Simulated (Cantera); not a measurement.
Premixed flame

A freely propagating, adiabatic, planar premixed flame of 6.54 % C2H6, 16.3 % O2, 68.6 % N2, 8.50 % CO2, equivalence ratio 1.4, unburnt at 400 K and 760 Torr; mixture-averaged transport, grid criteria slope 0.08 and curve 0.16, no radiation.

Cantera simulation using GRI-Mech 3.0 (53 species, 325 reactions); the numbers are that mechanism's predictions, not measurements. Burning velocities carry a grid error of a few per cent, more on coarse grids.

```
z (mm)  T (K)  u (m/s)    x C2H6      x O2   x CO2    x HCO     x NO     x H2
------  -----  -------  --------  --------  ------  -------  -------  -------
-2.50     401    0.191    0.0652     0.163  0.0847    <1e-8    <1e-8  0.00291
-1.67     406    0.195    0.0648     0.162  0.0844    <1e-8    <1e-8  0.00722
-1.25     427    0.206    0.0642     0.159  0.0839    <1e-8    <1e-8   0.0118
-0.835    544    0.266    0.0601     0.147  0.0832    <1e-8  6.10e-8   0.0193
-0.417    953    0.481    0.0384     0.102  0.0849  3.07e-8  1.68e-6   0.0287
-0.209   1291    0.666    0.0150    0.0626  0.0891  3.24e-6  5.71e-6   0.0332
0        1602    0.840  0.000811    0.0246  0.0957  1.12e-5  1.05e-5   0.0346
0.209    1740    0.915   3.69e-6   0.00641   0.101  4.13e-6  1.80e-5   0.0323
0.417    1776    0.933   5.50e-8   0.00155   0.105  8.87e-7  2.46e-5   0.0313
0.835    1793    0.940     <1e-8  0.000201   0.107  1.67e-7  3.13e-5   0.0315
1.67     1804    0.946     <1e-8   6.85e-5   0.107  9.98e-8  3.62e-5   0.0317
3.34     1814    0.951     <1e-8   2.76e-5   0.107  6.31e-8  3.89e-5   0.0318
6.68     1820    0.954     <1e-8   8.31e-6   0.107  3.46e-8  3.99e-5   0.0319
```
x: mole fraction of selected species; z is measured from the peak of heat release.

```yaml
laminar_burning_velocity: 19.0 cm/s
thermal_thickness: 0.835 mm
peak x(HCO): 1.15e-5
peak x(H2): 0.0347
grid_points: 166
```
